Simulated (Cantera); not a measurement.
Cantera with NASA thermochemical tables; ideal gases at 1 bar, condensed phases pure. Values are per mole of reaction as written; species without (g) are pure solids or liquids, kept so even where they would boil at 1 bar. ZrN: taken at fixed stoichiometry.

3 N2(g) + 6 ZrO2 ⇌ 6 ZrN + 4 O3(g), with ΔH° = 4960.5 kJ and ΔS° = 312.3 J/K at 300 K.

Question: How far is the shortcut ΔG° ≈ ΔH°(300 K) − T·ΔS°(300 K) from the full temperature-dependent value at 400, 500, 600, 700, 800, 900, 1000, 1100, 1200, 1300, 1400 K?

Answer: 
```tsv
T (K)	shortcut (kJ)	full (kJ)	difference (kJ)	difference in log10 K
400	4835.5	4835.9	-0.4	0.05
500	4804.3	4805.8	-1.5	0.16
600	4773.1	4776.1	-3.0	0.27
700	4741.9	4746.8	-4.9	0.37
800	4710.6	4717.6	-7.0	0.45
900	4679.4	4688.6	-9.2	0.53
1000	4648.2	4659.7	-11.6	0.60
1100	4616.9	4631.0	-14.1	0.67
1200	4585.7	4602.5	-16.7	0.73
1300	4554.5	4574.0	-19.6	0.79
1400	4523.3	4545.8	-22.5	0.84
```
The shortcut ignores the heat-capacity change of the reaction.
